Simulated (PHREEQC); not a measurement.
A solution holds 0.028 mol CdSO4 and 6.6e-05 mol FeSO4 per kg of water, at 46 °C. Closed to the air; pH follows from the charge balance.

All values are PHREEQC results (ion-association model, phreeqc.dat), not measurements.

```json
{
  "pH": "5.93",
  "ionic_strength": "0.0601 mol/kgw",
  "density": "0.995 g/cm³"
}
```

| species | molality | activity | log γ |
|---|---|---|---|
| Cd+2 | 0.0150 | 0.00625 | -0.379 |
| SO4-2 | 0.0135 | 0.00572 | -0.372 |
| CdSO4 | 0.0115 | 0.0116 | 0.006 |
| Cd(SO4)2-2 | 0.00155 | 0.000647 | -0.379 |
| Fe+2 | 4.02e-5 | 1.80e-5 | -0.349 |
| FeSO4 | 2.58e-5 | 2.62e-5 | 0.006 |
| CdOH+ | 2.35e-6 | 1.89e-6 | -0.095 |
| H+ | 1.40e-6 | 1.18e-6 | -0.075 |
| HSO4- | 1.34e-6 | 1.08e-6 | -0.095 |
| Cd2OH+3 | 3.23e-7 | 4.52e-8 | -0.853 |
| OH- | 4.59e-8 | 3.63e-8 | -0.101 |
| FeOH+ | 2.58e-8 | 2.08e-8 | -0.092 |

This is a speciation only: nothing precipitates in the calculation. Away from 25 °C the constants follow the database's enthalpies or fits; those with neither stay at their 25 °C values.
